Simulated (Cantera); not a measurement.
# Si3N4 + O2 (nitride etching)

Input: 1 mol Si3N4, a varied amount of O2, held at 1325 °C and 0.133 bar.

These are equilibrium values from Cantera (NASA tables, ideal gas, pure condensed phases), not measurements of a reactor. Candidate condensed phases: Si, SiO2, Si2N2O, Si3N4; 16 gas species. Mutual solubility and eutectic melting of coexisting phases are not modelled. The tables hold silica as quartz up to 1696 K and as liquid above; real silica turns to tridymite and cristobalite and melts near 1996 K. The numbers say what is thermodynamically allowed, not how fast it happens.

From 0.38 mol O2 to 0.72 mol O2 the condensed part is Si2N2O(s) + Si3N4(s). From 1 mol O2 to 2.7 mol O2 the condensed part is SiO2(β-quartz) + Si2N2O(s). From 3.7 mol O2 to 14 mol O2 the condensed part is SiO2(β-quartz).

| n(O2) (mol) | log p N2 | log p O2 | log p NO | log p SiO | log p O | log p NO2 | n Si2N2O(s) | n Si3N4(s) | n SiO2(β-quartz) |
|---|---|---|---|---|---|---|---|---|---|
| 0.38 | -0.88 | <-12 | <-12 | -5.98 | <-12 | <-12 | 0.760 | 0.493 | 0 |
| 0.52 | -0.88 | <-12 | <-12 | -5.98 | <-12 | <-12 | 1.04 | 0.307 | 0 |
| 0.72 | -0.88 | <-12 | <-12 | -5.98 | <-12 | <-12 | 1.44 | 0.0400 | 0 |
| 1 | -0.88 | <-12 | -11.27 | -4.29 | <-12 | <-12 | 1.33 | 0 | 0.333 |
| 1.4 | -0.88 | <-12 | -11.27 | -4.29 | <-12 | <-12 | 1.07 | 0 | 0.867 |
| 1.9 | -0.88 | <-12 | -11.27 | -4.29 | <-12 | <-12 | 0.733 | 0 | 1.53 |
| 2.7 | -0.88 | <-12 | -11.27 | -4.29 | <-12 | <-12 | 0.200 | 0 | 2.60 |
| 3.7 | -1.01 | -1.46 | -3.56 | -12.07 | -5.58 | -6.34 | 0 | 0 | 3.00 |
| 5.2 | -1.20 | -1.16 | -3.50 | -12.22 | -5.43 | -6.13 | 0 | 0 | 3.00 |
| 7.2 | -1.37 | -1.04 | -3.53 | -12.28 | -5.37 | -6.11 | 0 | 0 | 3.00 |
| 10 | -1.53 | -0.98 | -3.58 | -12.31 | -5.34 | -6.13 | 0 | 0 | 3.00 |
| 14 | -1.69 | -0.95 | -3.65 | -12.33 | -5.32 | -6.17 | 0 | 0 | 3.00 |
log p: log10 of the partial pressure in bar; n: condensed amount in mol.
